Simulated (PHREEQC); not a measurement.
Dissolve 4.6 mol/kgw NaBr, 0.19 mol/kgw Na2SO4 and 1.6 mol/kgw LiCl at 25 °C. Closed to the air; pH follows from the charge balance.

Equilibrium calculation in PHREEQC: Pitzer model, pitzer.dat.

```yaml
ionic_strength: 6.77 mol/kgw
activity_of_water: 0.697
density: 1.342 g/cm³
osmotic_coefficient: 1.542
```

| species | molality | activity | log γ |
|---|---|---|---|
| Na+ | 4.98 | 13.8 | 0.442 |
| Br- | 4.60 | 3.86 | -0.076 |
| Cl- | 1.60 | 1.01 | -0.200 |
| Li+ | 1.60 | 13.7 | 0.933 |
| SO4-2 | 0.190 | 0.000761 | -2.398 |
| OH- | 1.40e-7 | 1.86e-8 | -0.878 |
| HSO4- | 1.11e-7 | 2.76e-8 | -0.606 |
| H+ | 2.89e-8 | 3.80e-7 | 1.119 |

This is a speciation only: nothing precipitates in the calculation. Species that the database lacks are ignored.
